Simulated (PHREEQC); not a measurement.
0.43 g of hydrous ferric oxide (600 m²/g; 0.2 weak and 0.005 strong sites per Fe, Dzombak-Morel constants, diffuse double layer) in 1 kg of water with 0.01 mol/kgw of an inert sodium salt and 5.8e-05 mol/kgw PbCl2, at 25 °C; the pH is set by adding NaOH or the inert anion's acid. Oxygen alone is held at its pressure in air (log pO2 = -0.68). The system is closed to CO2. No solid was allowed to form.

The series has 13 steps of pH, from 3 to 9.

The numbers come from PHREEQC with the ion-association model, wateq4f.dat.

Near which pH is half of the Pb sorbed, and on which side is more sorbed?

Near pH 4.9, with more sorbed at higher pH.

The oxide is taken as insoluble; below pH 4 it would dissolve.
